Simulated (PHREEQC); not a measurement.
A solution holds 0.0061 mol FeCl3, 0.00012 mol MgSO4 and 0.0005 mol HCl per kg of water, at 25 °C. Closed to the air; pH follows from the charge balance.

Computed with PHREEQC (ion-association model, phreeqc.dat).

This is a speciation only: nothing precipitates in the calculation.

Question: Predict the pH.

Answer: pH 2.45.

Question: In which forms is S present?

Answer: FeSO4+ 76 %, SO4-2 18 %, HSO4- 3.9 %, FeHSO4+2 1.2 % of the S.

Saturation is exceeded, for instance for Hematite (slow to form), Goethite (slow to form); the values hold only as long as no solid forms.
